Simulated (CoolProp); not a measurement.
Vapour-liquid equilibrium of toluene (1) + p-xylene (2) at 6.36 kPa; x and y are mole fractions of (1).

Computed with CoolProp (multi-fluid Helmholtz-energy mixture model, Lemmon 2006 and Zhou 2012; pair parameters Bell 2016).

Question: Give the bubble temperature and the first vapour's composition at x = 0.05, 0.125, 0.5. Is there an azeotrope?

Answer: x = 0.05: 329.5 K, y = 0.127; x = 0.125: 326.9 K, y = 0.286; x = 0.5: 316.9 K, y = 0.746. No azeotrope shows between x = 0.05 and 0.95.

The pair parameters rest on a limited set of measurements; away from them the model extrapolates.
